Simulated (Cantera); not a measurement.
Input: 1 mol Cu, 0.94 mol NH3, 290 mol N2, equilibrated at 1 atm.

Method: chemical equilibrium by Gibbs-energy minimisation in Cantera with the NASA 1993 tables (ideal gas, pure condensed phases). Candidate condensed phases: Cu; 11 gas species. Equilibrium is a limit: real reactors are often held back by kinetics, nucleation or transport.

Q: Which condensed phases are stable at each of these points (T (K)): 625, 775, 925, 1075, 1225, 1375, 1525, 1675, 1825?

A: 
```
T (K)  condensed phases  Cu condensed (%)
-----  ----------------  ----------------
625               Cu(s)             100.0
775               Cu(s)             100.0
925               Cu(s)             100.0
1075              Cu(s)             100.0
1225              Cu(s)             100.0
1375              Cu(l)             100.0
1525              Cu(l)              99.6
1675              Cu(l)              96.7
1825              Cu(l)              79.2
```

From 625 K to 1225 K the condensed part is Cu(s). From 1375 K to 1825 K the condensed part is Cu(l).
